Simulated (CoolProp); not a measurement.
Model: reference Helmholtz-energy equation of state, Wagner 2002, in CoolProp.

Q: For water, give the phase and the cp (kJ/(kg K)), cv (kJ/(kg K)), conductivity (mW/(m K)) at 726.85 °C and 7.36 bar; 726.85 °C and 63.7 bar; 726.85 °C and 131 bar.

A: 
- 726.85 °C and 7.36 bar: gas; cp 2.30, cv 1.83, conductivity 96.3
- 726.85 °C and 63.7 bar: gas; cp 2.38, cv 1.86, conductivity 101
- 726.85 °C and 131 bar: gas; cp 2.49, cv 1.90, conductivity 106

Thermal conductivity comes from a separate model (Huber 2012).
